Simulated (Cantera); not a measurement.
**Catalytic combustion on Pt**

An isothermal plug-flow reactor at 498 K and 2.07 atm (inlet), inlet velocity 3.3 m/s, active area per volume 230 1/m; feed H₂ : O₂ : N₂ : H₂O = 0.0031 : 0.14 : 0.79 : 0.0099 (molar parts).

Model: Deutschmann's 1995 Pt surface mechanism with GRI-Mech 3.0 gas chemistry, integrated in Cantera. Catalytic surfaces can have several steady states; this one follows from the mechanism file's or the stated starting coverage. Mass transfer to the wall is taken as infinitely fast.

```csv
z (m),x H₂,x O₂,x H₂O,θ free Pt,θ O*,θ OH*
5e-05,0.00328,0.148,0.0105,0.0323,0.932,0.0356
0.00011,0.00327,0.148,0.0105,0.0322,0.932,0.0356
0.00023,0.00324,0.148,0.0105,0.0319,0.932,0.0355
0.0005,0.00319,0.148,0.0106,0.0314,0.933,0.0353
0.0011,0.00308,0.148,0.0107,0.0304,0.935,0.0348
0.0023,0.00288,0.148,0.0109,0.0284,0.938,0.0339
0.005,0.00252,0.148,0.0113,0.0249,0.943,0.0321
```
x: gas mole fraction; θ: surface coverage.
